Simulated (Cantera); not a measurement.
Input (Python, Cantera) and output of one run.

```python
import numpy as np
import cantera as ct

gas_names = """
    CL CLO CL2 H HCL HOCL HO2 H2 H2O H2O2 Mg MgCL MgCL2 MgH MgO MgOH MgO2H2 Mg2 O OH O2 O3
""".split()
cond_names = """
    H2O(s) H2O(L) Mg(cr) Mg(L) MgCL2(s) MgCL2(L) MgO(s) MgO(L) MgO2H2(s)
""".split()


# ... load() reads the species with a 1 bar reference pressure and builds the phases ...
atoms = {
    'MgCl2': {'Mg': 1, 'CL': 2},
    'O2': {'O': 2},
    'H2': {'H': 2},
}
top_T = {}  # K; cautious upper limits of use, not melting points


# ... equilibrate(T, P, feed) seeds the gas with the atoms and calls Mixture.equilibrate('TP', solver="vcs", rtol=1e-11, max_steps=5000) ...
results = []
P = 1200  # Pa
for T in [1375, 1450, 1525, 1600, 1675, 1750, 1825, 1900, 1975, 2050, 2125]:
    for m in [60, 89, 120, 150, 180, 200, 230, 260]:
        feed = {'MgCl2': 1, 'O2': 1, 'H2': m}  # mol
        mix = equilibrate(T, P, feed)
        results.append((T, P, feed, dict(zip(mix.species_names, mix.species_moles))))

for T, P, feed, n in results:
    print(f"{T:7g} {feed['H2']:10.4g}  " + (" + ".join(c for c in cond_names if n.get(c, 0) > 1e-12) or "gas only"))
```

It prints:

```
   1375         60  MgO(s)
   1375         89  MgO(s)
   1375        120  MgO(s)
   1375        150  MgO(s)
   1375        180  MgO(s)
   1375        200  MgO(s)
   1375        230  MgO(s)
   1375        260  MgO(s)
   1450         60  MgO(s)
   1450         89  MgO(s)
   1450        120  MgO(s)
   1450        150  MgO(s)
   1450        180  MgO(s)
   1450        200  MgO(s)
   1450        230  MgO(s)
   1450        260  MgO(s)
   1525         60  MgO(s)
   1525         89  MgO(s)
   1525        120  MgO(s)
   1525        150  MgO(s)
   1525        180  MgO(s)
   1525        200  MgO(s)
   1525        230  MgO(s)
   1525        260  MgO(s)
   1600         60  MgO(s)
   1600         89  MgO(s)
   1600        120  MgO(s)
   1600        150  MgO(s)
   1600        180  MgO(s)
   1600        200  MgO(s)
   1600        230  MgO(s)
   1600        260  MgO(s)
   1675         60  MgO(s)
   1675         89  MgO(s)
   1675        120  MgO(s)
   1675        150  MgO(s)
   1675        180  MgO(s)
   1675        200  MgO(s)
   1675        230  MgO(s)
   1675        260  MgO(s)
   1750         60  MgO(s)
   1750         89  MgO(s)
   1750        120  MgO(s)
   1750        150  MgO(s)
   1750        180  MgO(s)
   1750        200  MgO(s)
   1750        230  MgO(s)
   1750        260  MgO(s)
   1825         60  MgO(s)
   1825         89  MgO(s)
   1825        120  MgO(s)
   1825        150  MgO(s)
   1825        180  gas only
   1825        200  gas only
   1825        230  gas only
   1825        260  gas only
   1900         60  MgO(s)
   1900         89  gas only
   1900        120  gas only
   1900        150  gas only
   1900        180  gas only
   1900        200  gas only
   1900        230  gas only
   1900        260  gas only
   1975         60  gas only
   1975         89  gas only
   1975        120  gas only
   1975        150  gas only
   1975        180  gas only
   1975        200  gas only
   1975        230  gas only
   1975        260  gas only
   2050         60  gas only
   2050         89  gas only
   2050        120  gas only
   2050        150  gas only
   2050        180  gas only
   2050        200  gas only
   2050        230  gas only
   2050        260  gas only
   2125         60  gas only
   2125         89  gas only
   2125        120  gas only
   2125        150  gas only
   2125        180  gas only
   2125        200  gas only
   2125        230  gas only
   2125        260  gas only
```

Method: chemical equilibrium by Gibbs-energy minimisation in Cantera with the NASA 1993 tables (ideal gas, pure condensed phases).
